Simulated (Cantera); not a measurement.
An adiabatic, constant-volume homogeneous reactor starts with CH4 : O2 : N2 : H2O = 1 : 3.51 : 13.2 : 0.4 (molar parts), at 1500 K and 1.00 atm.

Detailed kinetics in Cantera: GRI-Mech 3.0 (53 species, 325 reactions).

One state of this run: T (K) = 1519; P (bar) = 1.03; x CH4 = 0.0516; x O2 = 0.191; x H2O = 0.0248; x HCN = 1.88e-12; x NO2 = <1e-12; x HCO = 2.23e-7. x: mole fraction; the columns are a selection and need not sum to one.

### Question
Which value of t (s) does it belong to?
A. 0.189
B. 0.754
C. 0.000754
D. 0.0475

### Answer
C, 0.000754
